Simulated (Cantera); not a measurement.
**Thermodynamics of titanium nitride, carbide and oxide coatings, feed Ti + O2 + H2**

Input: 1 mol Ti, 0.062 mol O2, 3.4 mol H2, equilibrated at 133 Pa.

Equilibrium computed with Cantera from the NASA thermochemical tables; the gas is ideal and each condensed phase is pure. Candidate condensed phases: H2O, Ti, TiO, TiO2, Ti2O3, Ti3O5, Ti4O7; 12 gas species. Each liquid is taken as pure. Mutual solubility and eutectic melting of coexisting phases are not modelled. TiO: taken at fixed stoichiometry. Condensed phases not in the tables: N, O or C dissolved in the metal. Equilibrium is a limit: real reactors are often held back by kinetics, nucleation or transport.

```
T (°C)   x H2      x H      x Ti     x TiO  n Ti(β)  n TiO(s)  n Ti(l)  n TiO(l)
------  -----  -------  --------  --------  -------  --------  -------  --------
1525    0.990  0.00959  0.000355   1.24e-5    0.875     0.124        0         0
1550    0.988   0.0118  0.000539   2.07e-5    0.874     0.124        0         0
1575    0.985   0.0144  0.000809   3.40e-5    0.873     0.124        0         0
1600    0.981   0.0175   0.00120   5.52e-5    0.872     0.124        0         0
1625    0.977   0.0212   0.00177   8.85e-5    0.870     0.124        0         0
1650    0.972   0.0254   0.00257  0.000140    0.867     0.124        0         0
1675    0.966   0.0304   0.00369  0.000218        0     0.123    0.863         0
1700    0.958   0.0362   0.00520  0.000336        0     0.123    0.858         0
1725    0.949   0.0428   0.00726  0.000513        0     0.122    0.851         0
1750    0.939   0.0504    0.0100  0.000773        0         0    0.841     0.121
```
x: gas mole fraction; n: condensed amount in mol.

From 1525 °C to 1650 °C the condensed part is Ti(β) + TiO(s). From 1675 °C to 1725 °C the condensed part is Ti(l) + TiO(s). At 1750 °C the condensed part is Ti(l) + TiO(l). The main Ti-bearing gas is Ti throughout. The share of Ti in condensed phases is highest at 1525 °C (99.9 %) and lowest at 1750 °C (96.2 %).
